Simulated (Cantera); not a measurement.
A Cantera script and its output.

```python
import numpy as np
import cantera as ct

gas = ct.Solution("gri30.yaml")
gas.TP = 300, 100000
flame = ct.CounterflowDiffusionFlame(gas, width=0.02)
flame.fuel_inlet.X, flame.fuel_inlet.T = {'C3H8': 1}, 573
flame.oxidizer_inlet.X, flame.oxidizer_inlet.T = {'O2': 0.21, 'N2': 0.79}, 725
flame.set_refine_criteria(ratio=3, slope=0.12, curve=0.24, prune=0.03)
show = ['OH', 'H', 'NO', 'CO', 'C2H2']

rows = []
print(f"{'mdot':>8s}{'a_max':>10s}{'a_mean':>10s}{'Tmax/K':>9s}" + "".join(f"{s:>11s}" for s in show) + "   (peak mole fractions)")
for i, mdot in enumerate([0.25, 0.32, 0.4, 0.51, 0.65, 0.82, 1, 1.3, 1.7]):  # kg/m2/s on the oxidiser side
    flame.oxidizer_inlet.mdot, flame.fuel_inlet.mdot = mdot, 1.2 * mdot
    flame.solve(loglevel=0, auto=(i == 0))
    if flame.T.max() < max(573, 725) + 100:
        print(f"{mdot:8.3g}  no burning solution found from the previous one")
        break
    dT = np.abs(np.gradient(flame.T, flame.grid))
    rows.append([flame.strain_rate("max"), flame.strain_rate("mean"), flame.T.max(),
                 *(flame.X[gas.species_index(s)].max() for s in show), max(dT[0], dT[-1]) / dT.max()])
    print(f"{mdot:8.3g}{rows[-1][0]:10.1f}{rows[-1][1]:10.1f}{rows[-1][2]:9.1f}" + "".join(f"{x:11.3e}" for x in rows[-1][3:-1]))
```

Output:

```
    mdot     a_max    a_mean   Tmax/K         OH          H         NO         CO       C2H2   (peak mole fractions)
    0.25     241.0      42.3   2208.2  9.708e-03  5.245e-03  4.054e-04  7.991e-02  5.062e-02
    0.32     303.4      54.2   2193.3  9.704e-03  5.492e-03  3.847e-04  7.923e-02  4.928e-02
     0.4     373.5      67.7   2180.4  9.703e-03  5.726e-03  3.665e-04  7.875e-02  4.812e-02
    0.51     468.5      86.3   2166.6  9.682e-03  5.985e-03  3.465e-04  7.823e-02  4.678e-02
    0.65     587.4     110.0   2152.8  9.644e-03  6.244e-03  3.257e-04  7.783e-02  4.541e-02
    0.82     729.5     138.8   2139.4  9.591e-03  6.489e-03  3.048e-04  7.746e-02  4.407e-02
       1     877.0     169.3   2127.4  9.515e-03  6.684e-03  2.857e-04  7.720e-02  4.289e-02
     1.3    1117.6     220.1   2109.8  9.359e-03  6.911e-03  2.585e-04  7.693e-02  4.115e-02
     1.7    1430.3     287.8   2090.7  9.153e-03  7.118e-03  2.289e-04  7.686e-02  3.924e-02
```

Model: GRI-Mech 3.0 (53 species, 325 reactions), integrated in Cantera. GRI-Mech 3.0 was tuned for natural gas; its chemistry of propane as a main component is partial and can be far from experiment. GRI-Mech 3.0 has no aromatics or soot, which form on the fuel side of real flames. The maximum strain rate includes the flame's own expansion and is several times the mean.
